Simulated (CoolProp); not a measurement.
Vapour pressure (MPa) of nitrous oxide: the reference equation beside estimates from Tc = 309.5 K, pc = 7.245 MPa, ω = 0.161. Clausius-Clapeyron is anchored at 244.5 K with a constant enthalpy of vaporisation of 12.87 kJ/mol.

The numbers come from the reference Helmholtz-energy equation of state, Lemmon 2006 in CoolProp. It is a short technical equation, of lower accuracy than the large ones.

| T (K) | reference | Lee-Kesler | Clausius-Clapeyron | van der Waals | Redlich-Kwong | Soave-Redlich-Kwong | Peng-Robinson |
|---|---|---|---|---|---|---|---|
| 204.9 | 0.2963 | 0.2964 | 0.4049 | 1.086 | 0.3883 | 0.2964 | 0.2978 |
| 214.8 | 0.4612 | 0.4620 | 0.5734 | 1.389 | 0.5887 | 0.4618 | 0.4612 |
| 224.7 | 0.6875 | 0.6893 | 0.7877 | 1.744 | 0.8551 | 0.6895 | 0.6857 |
| 234.6 | 0.9879 | 0.9905 | 1.053 | 2.153 | 1.198 | 0.9928 | 0.9842 |
| 244.5 | 1.376 | 1.379 | 1.376 | 2.619 | 1.627 | 1.385 | 1.371 |
| 254.4 | 1.865 | 1.867 | 1.760 | 3.143 | 2.153 | 1.882 | 1.860 |
| 264.3 | 2.470 | 2.470 | 2.210 | 3.730 | 2.784 | 2.497 | 2.468 |
| 274.2 | 3.207 | 3.205 | 2.731 | 4.380 | 3.529 | 3.246 | 3.212 |
| 284.1 | 4.093 | 4.091 | 3.324 | 5.095 | 4.398 | 4.144 | 4.108 |
| 294 | 5.151 | 5.152 | 3.993 | 5.878 | 5.397 | 5.207 | 5.176 |

Absolute difference from the reference over all 10 rows, mean and median: Lee-Kesler 0.1 and 0.1 %, Clausius-Clapeyron 15.4 and 14.7 %, van der Waals 102.4 and 79.4 %, Redlich-Kwong 17.3 and 16.8 %, Soave-Redlich-Kwong 0.7 and 0.8 %, Peng-Robinson 0.3 and 0.3 %.
